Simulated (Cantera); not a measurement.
Feed: 1 mol NH₃, 0.032 mol O₂, at 0.100 bar.

Method: chemical equilibrium by Gibbs-energy minimisation in Cantera with the NASA 1993 tables (ideal gas, pure condensed phases). Candidate condensed phases: H₂O; 24 gas species. Kinetics and transport are ignored.

x: gas mole fraction; nothing condenses.

```tsv
T (°C)	x H₂	x H	x N₂	x H₂O	x OH	x O	x NO
452	0.718	<1e-12	0.250	0.0320	<1e-12	<1e-12	<1e-12
652	0.718	6.98e-10	0.250	0.0320	<1e-12	<1e-12	<1e-12
852	0.718	1.19e-7	0.250	0.0320	…	<1e-12	<1e-12
1052	0.718	4.38e-6	0.250	0.0320	…	<1e-12	1.08e-11
1252	0.718	6.34e-5	0.250	0.0320	…	6.64e-12	6.28e-10
1452	0.718	0.000498	0.250	0.0320	…	6.72e-10	1.43e-8
1652	0.716	0.00256	0.250	0.0319	…	2.63e-8	1.72e-7
1852	0.710	0.00967	0.249	0.0318	…	5.19e-7	1.29e-6
2052	0.693	0.0290	0.246	0.0313	…	6.19e-6	6.88e-6
2252	0.656	0.0718	0.241	0.0301	…	5.03e-5	2.81e-5
2452	0.588	0.151	0.231	0.0273	…	0.000301	9.25e-5
2652	0.484	0.274	0.215	0.0219	…	0.00137	0.000246
2852	0.352	0.429	0.194	0.0137	…	0.00447	0.000494
```

Fill in the missing entries.


- 852, x OH: 2.76e-11
- 1052, x OH: 2.85e-9
- 1252, x OH: 8.77e-8
- 1452, x OH: 1.22e-6
- 1652, x OH: 9.87e-6
- 1852, x OH: 5.38e-5
- 2052, x OH: 0.000218
- 2252, x OH: 0.000701
- 2452, x OH: 0.00184
- 2652, x OH: 0.00389
- 2852, x OH: 0.00608
